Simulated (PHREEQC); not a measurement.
## Copper plating or etch bath (model solution)

Dissolve 8.8 mmol/kgw Cu(BF4)2, 43 mmol/kgw HCl and 18 mmol/kgw Na2SO4 at 66 °C. Closed to the air; pH follows from the charge balance.

All values are PHREEQC results (ion-association model, phreeqc.dat), not measurements.

Precipitation was switched off in this run.

Estimate the pH, ionic strength, density.

pH 1.65; ionic strength 0.0876 mol/kgw; density 0.985 g/cm³.

In which forms is B present?

BF4- 74 %, H3BO3 20 %, BF3OH- 4.1 %, BF2(OH)2- 1.5 % of the B.

Complexes and solids missing from the database can't appear. Constants without temperature data keep their 25 °C values here. Real BF4- forms and hydrolyses slowly; the run takes it at equilibrium.
